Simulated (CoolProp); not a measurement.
o-xylene along the isotherm 346.85 °C: Z from the reference equation and from simpler models built on Tc = 357.1 °C, pc = 3737 kPa, ω = 0.312; each cubic takes its own stable root.

Computed with CoolProp (reference Helmholtz-energy equation of state, Zhou 2012).

```
p (kPa)   phase  reference
-------  ------  ---------
1170        gas     0.8658
2340        gas     0.6928
3500     liquid     0.1643
4670     liquid     0.1962
5840     liquid     0.2336
7010     liquid     0.2714
8180     liquid     0.3090
9340     liquid     0.3459
```

Question: How far does each simpler model (van der Waals, Redlich-Kwong, Soave-Redlich-Kwong) lie from the reference over these 8 states: mean and median of the absolute difference, and the worst?

Answer: 
- van der Waals: mean 42.0 %, median 49.1 %, worst +72.2 % at 346.85 °C and 3500 kPa
- Redlich-Kwong: mean 18.1 %, median 19.4 %, worst +34.6 % at 346.85 °C and 3500 kPa
- Soave-Redlich-Kwong: mean 16.3 %, median 18.3 %, worst +27.9 % at 346.85 °C and 3500 kPa
